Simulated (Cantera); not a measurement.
**Premixed flame**

A freely propagating, adiabatic, planar premixed flame of C2H4 : O2 : N2 : H2O = 1 : 2.31 : 8.68 : 1.1 (molar parts), unburnt at 500 K and 0.132 atm; mixture-averaged transport, grid criteria slope 0.08 and curve 0.16, no radiation.

Cantera simulation using GRI-Mech 3.0 (53 species, 325 reactions); the numbers are that mechanism's predictions, not measurements. GRI-Mech 3.0 was tuned for natural gas; its chemistry of ethylene as a main component is partial and can be far from experiment. Burning velocities carry a grid error of a few per cent, more on coarse grids.

```csv
z (mm),T (K),u (m/s),x C2H4,x O2,x H2O,x OH,x CH2CO,x HCN
-5.40,500,2.00,0.0764,0.176,0.0840,<1e-8,<1e-8,<1e-8
-3.60,500,2.00,0.0763,0.176,0.0839,<1e-8,<1e-8,<1e-8
-2.70,501,2.01,0.0762,0.176,0.0839,4.34e-8,9.07e-8,<1e-8
-1.80,513,2.07,0.0755,0.174,0.0844,2.53e-6,3.75e-6,<1e-8
-0.900,784,3.24,0.0644,0.152,0.101,0.000237,0.000440,2.37e-7
-0.450,1197,5.06,0.0410,0.113,0.127,0.000856,0.00233,1.25e-6
0,1587,6.87,0.0140,0.0691,0.153,0.00213,0.00262,4.26e-6
0.450,1833,8.02,0.00203,0.0379,0.168,0.00451,0.000845,8.56e-6
0.900,1934,8.47,0.000133,0.0213,0.175,0.00693,0.000127,9.02e-6
1.80,1973,8.61,2.02e-7,0.0106,0.174,0.00886,1.03e-6,3.93e-6
3.60,1991,8.64,<1e-8,0.00742,0.169,0.00908,<1e-8,5.63e-7
7.20,2006,8.68,<1e-8,0.00663,0.168,0.00897,<1e-8,2.18e-8
14.4,2027,8.76,<1e-8,0.00611,0.170,0.00879,<1e-8,<1e-8
```
x: mole fraction of selected species; z is measured from the peak of heat release.

The laminar burning velocity comes out as 200 cm/s, the thermal thickness is 1.80 mm and the peak x(OH) is 0.00909. The peak x(CH2CO) is 0.00301. The peak x(HCN) is 9.45e-6 and the grid points comes out as 170.
